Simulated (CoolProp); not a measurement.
Vapour-liquid equilibrium of ethane (1) + hydrogen chloride (2) at 228.3 K; x and y are mole fractions of (1).

Computed with CoolProp (multi-fluid Helmholtz-energy mixture model, Bücker 2006 and Thol 2018; pair parameters Bell 2016).

```json
[
 {"x": "0.05", "bubble pressure, mixture model (kPa)": "719.1", "bubble pressure, Raoult's law (kPa)": "642.4", "y, mixture model": "0.138", "y, Raoult's law": "0.051"},
 {"x": "0.2", "bubble pressure, mixture model (kPa)": "840.9", "bubble pressure, Raoult's law (kPa)": "645.3", "y, mixture model": "0.334", "y, Raoult's law": "0.205"},
 {"x": "0.35", "bubble pressure, mixture model (kPa)": "883.7", "bubble pressure, Raoult's law (kPa)": "648.3", "y, mixture model": "0.425", "y, Raoult's law": "0.357"},
 {"x": "0.5", "bubble pressure, mixture model (kPa)": "893.8", "bubble pressure, Raoult's law (kPa)": "651.2", "y, mixture model": "0.494", "y, Raoult's law": "0.507"},
 {"x": "0.65", "bubble pressure, mixture model (kPa)": "878.9", "bubble pressure, Raoult's law (kPa)": "654.1", "y, mixture model": "0.571", "y, Raoult's law": "0.657"},
 {"x": "0.8", "bubble pressure, mixture model (kPa)": "828.1", "bubble pressure, Raoult's law (kPa)": "657.0", "y, mixture model": "0.684", "y, Raoult's law": "0.805"},
 {"x": "0.95", "bubble pressure, mixture model (kPa)": "717.3", "bubble pressure, Raoult's law (kPa)": "659.9", "y, mixture model": "0.888", "y, Raoult's law": "0.951"}
]
```

The largest gap from Raoult's law is +37.3 % in bubble pressure, at x = 0.5. y crosses x between x = 0.35 and 0.5: the model has an azeotrope there.

The pair parameters rest on a limited set of measurements; away from them the model extrapolates.
